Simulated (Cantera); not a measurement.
Mixture: 3.80 % C3H8, 20.2 % O2, 76.0 % N2, at 190000 Pa, adiabatic and at constant volume. Ignition delay is the time to a rise of 400 K.

Model: GRI-Mech 3.0 (53 species, 325 reactions), integrated in Cantera. GRI-Mech 3.0 was tuned for natural gas; its chemistry of propane as a main component is partial and can be far from experiment.

Task: At T0 = 1723 K, what is the delay, and which 7 reactions control it most (d ln τ / d ln k, from doubling and halving each rate constant)?

Result: The delay is 9.16 µs.
```json
[
 {"reaction": "C2H5 + CH3 (+M) <=> C3H8 (+M)", "d ln τ / d ln k": "-0.38", "faster rate": "shortens it"},
 {"reaction": "H + O2 <=> O + OH", "d ln τ / d ln k": "-0.32", "faster rate": "shortens it"},
 {"reaction": "CH3 + HO2 <=> CH3O + OH", "d ln τ / d ln k": "-0.20", "faster rate": "shortens it"},
 {"reaction": "C3H8 + H <=> C3H7 + H2", "d ln τ / d ln k": "0.16", "faster rate": "lengthens it"},
 {"reaction": "C2H5 + O2 <=> C2H4 + HO2", "d ln τ / d ln k": "-0.10", "faster rate": "shortens it"},
 {"reaction": "2 CH3 (+M) <=> C2H6 (+M)", "d ln τ / d ln k": "0.09", "faster rate": "lengthens it"},
 {"reaction": "C3H8 + OH <=> C3H7 + H2O", "d ln τ / d ln k": "0.08", "faster rate": "lengthens it"}
]
```
